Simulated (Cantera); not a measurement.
## Gas-phase reforming

A perfectly stirred reactor is fed with 40.0 % CH4, 60.0 % H2O, at 1730 Torr; it is held at 1348 K, and followed from long to short residence time.

Detailed kinetics in Cantera: GRI-Mech 3.0 (53 species, 325 reactions).

```json
[
 {"τ (s)": "8.1", "x CH4": "0.258", "x H2O": "0.532", "x HO2": "<1e-12", "x CO": "0.00471", "x H": "4.28e-7"},
 {"τ (s)": "1.7", "x CH4": "0.336", "x H2O": "0.574", "x HO2": "<1e-12", "x CO": "0.000838", "x H": "1.70e-7"},
 {"τ (s)": "0.37", "x CH4": "0.382", "x H2O": "0.594", "x HO2": "<1e-12", "x CO": "9.02e-5", "x H": "5.05e-8"},
 {"τ (s)": "0.077", "x CH4": "0.396", "x H2O": "0.599", "x HO2": "<1e-12", "x CO": "7.29e-6", "x H": "1.03e-8"},
 {"τ (s)": "0.016", "x CH4": "0.399", "x H2O": "0.600", "x HO2": "<1e-12", "x CO": "2.88e-7", "x H": "2.86e-9"},
 {"τ (s)": "0.0035", "x CH4": "0.400", "x H2O": "0.600", "x HO2": "<1e-12", "x CO": "6.51e-9", "x H": "1.83e-9"},
 {"τ (s)": "0.00074", "x CH4": "0.400", "x H2O": "0.600", "x HO2": "<1e-12", "x CO": "1.29e-10", "x H": "1.63e-9"},
 {"τ (s)": "0.00016", "x CH4": "0.400", "x H2O": "0.600", "x HO2": "<1e-12", "x CO": "<1e-12", "x H": "1.55e-9"}
]
```
x: mole fraction; the columns are a selection and need not sum to one.
